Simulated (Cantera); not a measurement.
A closed system holds: 1 mol TEOS, 0.21 mol O3, 0.92 mol H2, at 18000 Pa.

Method: chemical equilibrium by Gibbs-energy minimisation in Cantera with the NASA 1993 tables (ideal gas, pure condensed phases). Candidate condensed phases: C, C6H6, C7H8, C8H18, H2O, Si, SiC, SiO2; 123 gas species. The feed counts by its element totals alone. The tables hold silica as quartz up to 1696 K and as liquid above; real silica turns to tridymite and cristobalite and melts near 1996 K. The numbers say what is thermodynamically allowed, not how fast it happens.

x: gas mole fraction; n: condensed amount in mol.

| T (K) | x H2 | x CO | x CH4 | x H2O | x CO2 | x H | x C2H2 (acetylene) | n C(graphite) | n SiO2(β-quartz) |
|---|---|---|---|---|---|---|---|---|---|
| 1000 | 0.794 | 0.182 | 0.0108 | 0.0103 | … | 4.77e-9 | 9.06e-10 | 5.41 | 1.00 |
| 1025 | 0.796 | 0.186 | 0.00839 | 0.00708 | … | 9.16e-9 | 1.76e-9 | 5.38 | 1.00 |
| 1050 | 0.798 | 0.189 | 0.00657 | 0.00493 | … | 1.71e-8 | 3.30e-9 | 5.37 | 1.00 |
| 1075 | 0.800 | 0.191 | 0.00519 | 0.00347 | … | 3.09e-8 | 6.02e-9 | 5.36 | 1.00 |
| 1100 | 0.801 | 0.192 | 0.00414 | 0.00247 | … | 5.45e-8 | 1.07e-8 | 5.36 | 1.00 |
| 1125 | 0.802 | 0.193 | 0.00334 | 0.00179 | … | 9.38e-8 | 1.84e-8 | 5.35 | 1.00 |
| 1150 | 0.803 | 0.193 | 0.00271 | 0.00131 | … | 1.58e-7 | 3.10e-8 | 5.35 | 1.00 |
| 1175 | 0.803 | 0.193 | 0.00222 | 0.000969 | … | 2.59e-7 | 5.12e-8 | 5.36 | 1.00 |
| 1200 | 0.804 | 0.194 | 0.00184 | 0.000727 | … | 4.17e-7 | 8.25e-8 | 5.36 | 1.00 |
| 1225 | 0.804 | 0.194 | 0.00153 | 0.000551 | … | 6.59e-7 | 1.31e-7 | 5.36 | 1.00 |
| 1250 | 0.804 | 0.194 | 0.00128 | 0.000423 | … | 1.02e-6 | 2.03e-7 | 5.36 | 1.00 |
| 1275 | 0.805 | 0.194 | 0.00108 | 0.000328 | … | 1.56e-6 | 3.09e-7 | 5.36 | 1.00 |
| 1300 | 0.805 | 0.194 | 0.000917 | 0.000256 | … | 2.34e-6 | 4.64e-7 | 5.36 | 1.00 |
| 1325 | 0.805 | 0.194 | 0.000783 | 0.000202 | … | 3.46e-6 | 6.85e-7 | 5.36 | 1.000 |

**Question.** Some entries are withheld; supply them.

**Answer.** 
- 1000, x CO2: 0.00338
- 1025, x CO2: 0.00215
- 1050, x CO2: 0.00137
- 1075, x CO2: 0.000890
- 1100, x CO2: 0.000585
- 1125, x CO2: 0.000390
- 1150, x CO2: 0.000265
- 1175, x CO2: 0.000182
- 1200, x CO2: 0.000128
- 1225, x CO2: 9.05e-5
- 1250, x CO2: 6.51e-5
- 1275, x CO2: 4.75e-5
- 1300, x CO2: 3.50e-5
- 1325, x CO2: 2.62e-5
